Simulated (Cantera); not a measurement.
Ammonia decomposition in nitride growth gas

An isothermal, constant-pressure homogeneous reactor starts with NH₃ : N₂ = 1 : 21 (molar parts), at 1848 K and 100.0 Torr.

Computed with Cantera and the gas-phase N/H chemistry of the illustrative SiF4/NH3 mechanism in the Surface Chemkin manual (1991). Walls and surfaces, which speed up NH3 decomposition in real reactors, are not modelled.

```
t (s)       x NH₃     x NH₂      x NH       x H   x N₂    x N₂H₄      x H₂
--------  -------  --------  --------  --------  -----  --------  --------
2.00e-5    0.0455   3.35e-7  5.43e-12   9.16e-8  0.955    <1e-12   1.22e-7
0.000150   0.0455   3.09e-6  6.37e-10   1.06e-7  0.955  2.20e-12   1.49e-6
0.00112    0.0454   2.37e-5   5.92e-8   1.14e-7  0.955  1.32e-10   1.22e-5
0.00843    0.0452  0.000143   1.09e-6   6.88e-7  0.954   4.84e-9  0.000231
0.0632     0.0424  0.000139   2.41e-6   5.66e-6  0.953   4.53e-9   0.00428
0.474      0.0269   7.64e-5   2.71e-6   2.79e-5  0.946   1.38e-9    0.0265
3.56      0.00229   1.16e-5   9.18e-7  0.000115  0.936  3.18e-11    0.0619
26.7      4.27e-6   6.68e-8   1.67e-8  0.000372  0.935    <1e-12    0.0650
200       3.69e-7   5.79e-9   1.45e-9  0.000373  0.935    <1e-12    0.0650
```
x: mole fraction; the columns are a selection and need not sum to one.

Equilibrium at this temperature and pressure: NH₃ 5.62e-8, NH₂ 8.82e-10, NH 2.21e-10, H 0.000373, N₂ 0.935, N₂H₄ <1e-12, H₂ 0.0650 (gas phase only).
